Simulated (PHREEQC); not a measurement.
1 kg of water holding 0.037 mol K2CO3 and 0.029 mol MgCl2 meets 20 L of dry gas (CO2 0.4, CH4 0.6 by moles) at fixed total pressure, at 60 °C; fugacities by Peng-Robinson. The gases take part in no redox reaction, some water evaporates into the gas, and hydrates or a liquid gas phase aren't modelled. Precipitation was switched off in this run.

All values are PHREEQC results (ion-association model, phreeqc.dat), not measurements.

```csv
P (atm),dissolved CO2 (all carbonate carbon) (mol/kgw),φ of CO2,p of CO2 (atm),dissolved CH4 (mol/kgw)
2,0.0846,0.992,0.686,0.00110
5,0.103,0.981,1.87,0.00286
10,0.133,0.962,3.85,0.00574
20,0.188,0.926,7.80,0.0113
30,0.237,0.892,11.8,0.0165
40,0.282,0.858,15.7,0.0215
50,0.323,0.826,19.7,0.0262
75,0.405,0.750,29.6,0.0371
100,0.465,0.682,39.6,0.0468
150,0.539,0.572,59.5,0.0635
200,0.578,0.494,79.5,0.0774
300,0.622,0.406,119,0.0997
400,0.652,0.364,159,0.117
```

Complexes and solids missing from the database can't appear. Away from 25 °C the constants follow the database's enthalpies or fits; those with neither stay at their 25 °C values.
